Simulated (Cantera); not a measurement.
Cantera run, input and output.

```python
import numpy as np
import cantera as ct

gas = ct.Solution("SiF4_NH3_mec.yaml", "gas")
gas.TPX = 1775, 100000, {'NH3': 1, 'H2': 19}
inlet = ct.Reservoir(gas, clone=True)

reactor = ct.IdealGasConstPressureReactor(gas, energy="off", clone=False)
exhaust = ct.Reservoir(gas, clone=True)
tau = [6.8, 2.2, 0.69, 0.22, 0.071, 0.023, 0.0072, 0.0023, 0.00073][0]
for a, b in ((inlet, reactor), (reactor, exhaust)):
    ct.MassFlowController(a, b, mdot=lambda t: reactor.mass / tau)
net = ct.ReactorNet([reactor])
show = ['NH3', 'H2', 'N', 'H', 'N2']

rows = []
print(f"{'tau/s':>10s}{'T/K':>9s}" + "".join(f"{s:>11s}" for s in show))
for tau in [6.8, 2.2, 0.69, 0.22, 0.071, 0.023, 0.0072, 0.0023, 0.00073]:
    net.initial_time = 0.0
    net.advance(30 * tau)
    before = gas.X
    net.advance(40 * tau)
    drift = np.max(np.abs(gas.X - before) / (gas.X + 1e-9))
    rows.append([gas.T, *gas[show].X, drift])
    print(f"{tau:10.3e}{gas.T:9.1f}" + "".join(f"{x:11.3e}" for x in gas[show].X))
```

It prints:

```
     tau/s      T/K        NH3         H2          N          H         N2
 6.800e+00   1775.0  2.084e-02  9.650e-01  1.368e-08  2.681e-04  1.387e-02
 2.200e+00   1775.0  3.090e-02  9.597e-01  1.843e-08  2.584e-04  9.080e-03
 6.900e-01   1775.0  4.046e-02  9.547e-01  2.211e-08  2.498e-04  4.526e-03
 2.200e-01   1775.0  4.621e-02  9.517e-01  2.372e-08  2.440e-04  1.784e-03
 7.100e-02   1775.0  4.870e-02  9.504e-01  2.334e-08  2.382e-04  6.024e-04
 2.300e-02   1775.0  4.959e-02  9.500e-01  2.028e-08  2.258e-04  1.763e-04
 7.200e-03   1775.0  4.989e-02  9.499e-01  1.236e-08  1.909e-04  3.634e-05
 2.300e-03   1775.0  4.997e-02  9.499e-01  2.902e-09  1.176e-04  3.517e-06
 7.300e-04   1775.0  4.999e-02  9.500e-01  1.730e-10  4.589e-05  1.265e-07
```

Computed with Cantera and the gas-phase N/H chemistry of the illustrative SiF4/NH3 mechanism in the Surface Chemkin manual (1991). Walls and surfaces, which speed up NH3 decomposition in real reactors, are not modelled.
